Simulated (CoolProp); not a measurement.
Hydrogen sulfide along the isotherm 390.1 K: Z from the reference equation and from simpler models built on Tc = 373.1 K, pc = 8.999 MPa, ω = 0.101; each cubic takes its own stable root.

Computed with CoolProp (reference Helmholtz-energy equation of state, Lemmon 2006). It is a short technical equation, of lower accuracy than the large ones.

| p (MPa) | phase | reference |
|---|---|---|
| 0.142 | gas | 0.9954 |
| 0.253 | gas | 0.9919 |
| 0.45 | gas | 0.9855 |
| 0.8 | gas | 0.9739 |
| 1.42 | gas | 0.9530 |
| 2.53 | gas | 0.9136 |
| 4.5 | gas | 0.8367 |
| 8 | gas | 0.6631 |
| 14.2 | supercritical | 0.3061 |
| 25.3 | supercritical | 0.4317 |
| 45 | supercritical | 0.6786 |

Problem. How far does each simpler model (van der Waals, Redlich-Kwong, Soave-Redlich-Kwong, Peng-Robinson) lie from the reference over these 11 states: mean and median of the absolute difference, and the worst?

Solution. 
- van der Waals: mean 8.3 %, median 0.7 %, worst +30.8 % at 390.1 K and 45 MPa
- Redlich-Kwong: mean 2.3 %, median 0.2 %, worst +11.9 % at 390.1 K and 14.2 MPa
- Soave-Redlich-Kwong: mean 2.6 %, median 0.1 %, worst +14.2 % at 390.1 K and 14.2 MPa
- Peng-Robinson: mean 1.9 %, median 1.3 %, worst -5.7 % at 390.1 K and 45 MPa
